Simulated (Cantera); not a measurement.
A Cantera script and what it prints.

```python
import numpy as np
import cantera as ct

gas_names = """
    N N2 Pb Pb2
""".split()
cond_names = """
    Pb(cr) Pb(L)
""".split()


# ... load() reads the species with a 1 bar reference pressure and builds the phases ...
atoms = {
    'Pb': {'Pb': 1},
    'N2': {'N': 2},
}
top_T = {}  # K; cautious upper limits of use, not melting points


# ... equilibrate(T, P, feed) seeds the gas with the atoms and calls Mixture.equilibrate('TP', solver="vcs", rtol=1e-11, max_steps=5000) ...
results = []
feed = {'Pb': 1, 'N2': 77}  # mol
T = 925  # K
P = 600000  # Pa
mix = equilibrate(T, P, feed)
results.append((T, P, feed, dict(zip(mix.species_names, mix.species_moles))))
print(gas.report(threshold=1e-05))
for i in range(1, mix.n_phases):
    print(f"{mix.phase(i).name:16s} {mix.phase_moles(i):12.5e} mol")
```

Result:

```
       temperature   925 K
          pressure   6e+05 Pa
           density   2.1855 kg/m^3
  mean mol. weight   28.014 kg/kmol
   phase of matter   gas

                          1 kg             1 kmol
                     ---------------   ---------------
          enthalpy        6.7922e+05        1.9028e+07  J
   internal energy        4.0469e+05        1.1337e+07  J
           entropy            7522.8        2.1075e+05  J/K
    Gibbs function       -6.2794e+06       -1.7591e+08  J
 heat capacity c_p            1152.2             32279  J/K
 heat capacity c_v            855.45             23965  J/K

                      mass frac. Y      mole frac. X     chem. pot. / RT
                     ---------------   ---------------   ---------------
                N2                 1                 1           -22.873
     [   +3 minor]        3.2936e-06         4.453e-07

Pb(L)             9.99966e-01 mol
```

Cantera equilibrium calculation (NASA polynomials, part measured and part estimated; ideal gas, pure solids and liquids).
